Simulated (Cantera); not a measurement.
A perfectly stirred reactor is fed with 6.67 % NH3, 93.3 % H2, at 100000 Pa; it is held at 2125 K, and followed from long to short residence time.

Detailed kinetics in Cantera: the gas-phase N/H chemistry of the illustrative SiF4/NH3 mechanism in the Surface Chemkin manual (1991). Walls and surfaces, which speed up NH3 decomposition in real reactors, are not modelled.

Problem. Predict: x(NH3) at τ = 0.470 s; x(H2) at τ = 0.470 s; x(H) at τ = 0.470 s; x(N2H2) at τ = 0.470 s; x(NH3) at τ = 41.0 ms; x(H2) at τ = 41.0 ms; x(N2H4) at τ = 41.0 ms; x(H) at τ = 41.0 ms; x(N2H2) at τ = 41.0 ms.

Solution. 
| Item | Value |
|---|---|
| x(NH3) at τ = 0.470 s | 0.00376 |
| x(H2) at τ = 0.470 s | 0.963 |
| x(H) at τ = 0.470 s | 0.00333 |
| x(N2H2) at τ = 0.470 s | 9.36e-9 |
| x(NH3) at τ = 41.0 ms | 0.0189 |
| x(H2) at τ = 41.0 ms | 0.956 |
| x(N2H4) at τ = 41.0 ms | 3.54e-9 |
| x(H) at τ = 41.0 ms | 0.00235 |
| x(N2H2) at τ = 41.0 ms | 9.43e-8 |
